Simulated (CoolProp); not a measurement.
Vapour-liquid equilibrium of carbon dioxide (1) + propane (2) at 246.5 K; x and y are mole fractions of (1).

Values from CoolProp's multi-fluid Helmholtz-energy mixture model, Span 1996 and Lemmon 2009; pair parameters Kunz 2012.

Give the bubble pressure and the first vapour's composition at x = 0.05, 0.75, 0.85. Is there an azeotrope?

x = 0.05: 0.3256 MPa, y = 0.421; x = 0.75: 1.400 MPa, y = 0.917; x = 0.85: 1.474 MPa, y = 0.939. No azeotrope shows between x = 0.05 and 0.95.

The pair parameters rest on a limited set of measurements; away from them the model extrapolates. With so large a gap from Raoult's law the liquid may split in two, which this calculation doesn't test in full.
